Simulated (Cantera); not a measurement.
An isothermal, constant-pressure homogeneous reactor starts with 2.08 % CH4, 97.9 % H2, at 1748 K and 15.8 Torr.

Detailed kinetics in Cantera: GRI-Mech 3.0 (53 species, 325 reactions). GRI-Mech 3.0 stops at C3 and has no aromatics, soot or wall deposition, so with more carbon than oxygen in the feed, carbon stays in small species such as C2H2 where larger ones or solid carbon would form. Radical loss at walls, strong at low pressure, is not modelled.

x: mole fraction; the columns are a selection and need not sum to one.

```csv
t (s),x CH4,x H2,x CH3,x C2H6,x C2H2,x H,x C2H
1.00e-5,0.0208,0.979,1.67e-7,<1e-12,<1e-12,2.00e-7,<1e-12
3.80e-5,0.0208,0.979,5.39e-7,<1e-12,<1e-12,8.54e-7,<1e-12
0.000144,0.0208,0.979,1.73e-6,4.69e-12,<1e-12,3.56e-6,<1e-12
0.000548,0.0208,0.979,6.18e-6,1.84e-10,4.05e-12,1.39e-5,<1e-12
0.00208,0.0208,0.979,[?],[?],9.75e-10,[?],<1e-12
0.00790,0.0207,0.979,[?],[?],[?],[?],<1e-12
0.0300,0.0204,0.979,0.000297,6.91e-7,5.74e-5,0.000708,2.89e-10
0.114,0.0175,0.979,0.000472,1.22e-6,0.00134,0.00131,1.24e-8
0.433,0.0104,0.983,0.000302,4.75e-7,0.00491,0.00140,4.90e-8
1.64,0.00382,0.986,0.000118,6.92e-8,0.00826,0.00151,8.79e-8
6.24,0.00106,0.988,3.38e-5,5.63e-9,0.00965,0.00156,1.06e-7
23.7,0.000310,0.988,1.00e-5,5.72e-10,0.0100,0.00158,1.12e-7
90.0,0.000180,0.988,5.83e-6,2.55e-10,0.0101,0.00158,1.12e-7
```

### Question
Some entries are withheld; supply them.

### Answer

- 0.00208, x CH3: 2.31e-5
- 0.00208, x C2H6: 5.10e-9
- 0.00208, x H: 5.32e-5
- 0.00790, x CH3: 8.64e-5
- 0.00790, x C2H6: 8.16e-8
- 0.00790, x C2H2: 2.90e-7
- 0.00790, x H: 0.000201
